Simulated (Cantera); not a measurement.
Feed: 1 mol trisilylamine, 0.41 mol N2, at 1.00 bar.

Equilibrium computed with Cantera from the NASA thermochemical tables; the gas is ideal and each condensed phase is pure. Candidate condensed phases: Si, Si3N4; 18 gas species. The feed counts by its element totals alone. Mutual solubility and eutectic melting of coexisting phases are not modelled. Gases not in the tables: Si2H6 and higher silanes. Rates play no part.

Which condensed phases are stable at each of these points (T (K)): 1298, 1348, 1398, 1448, 1498, 1548, 1598, 1648, 1698?


```csv
T (K),condensed phases,Si condensed (%)
1298,Si(s) + Si3N4(s),100.0
1348,Si(s) + Si3N4(s),100.0
1398,Si(s) + Si3N4(s),100.0
1448,Si(s) + Si3N4(s),100.0
1498,Si(s) + Si3N4(s),100.0
1548,Si(s) + Si3N4(s),100.0
1598,Si(s) + Si3N4(s),100.0
1648,Si(s) + Si3N4(s),100.0
1698,Si(l) + Si3N4(s),100.0
```

From 1298 K to 1648 K the condensed part is Si(s) + Si3N4(s). At 1698 K the condensed part is Si(l) + Si3N4(s).
